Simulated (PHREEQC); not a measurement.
# Silver or lead bath: speciation

Solution (75 °C): 0.0034 mol PbCl2, 0.00088 mol KNO3 and 0.0003 mol Na2SO4 per kg of water. It is in equilibrium with CO2 at log p = -3.4 (atm). Otherwise closed; pH follows from the charge balance.

The numbers come from PHREEQC with the ion-association model, phreeqc.dat.

```
Property                 Result
--------------  ---------------
pH                         5.22
ionic strength  0.00955 mol/kgw
```

| species | molality | activity | log γ |
|---|---|---|---|
| Cl- | 0.00581 | 0.00519 | -0.049 |
| Pb+2 | 0.00229 | 0.00146 | -0.195 |
| PbCl+ | 0.000978 | 0.000874 | -0.049 |
| K+ | 0.000878 | 0.000784 | -0.049 |
| NO3- | 0.000861 | 0.000767 | -0.050 |
| Na+ | 0.000599 | 0.000537 | -0.048 |
| SO4-2 | 0.000194 | 0.000125 | -0.190 |
| PbSO4 | 0.000103 | 0.000103 | 0.001 |

Precipitation was switched off in this run. Saturation is exceeded, for instance for Pb(OH)2, Anglesite; the values hold only as long as no solid forms. Away from 25 °C the constants follow the database's enthalpies or fits; those with neither stay at their 25 °C values.
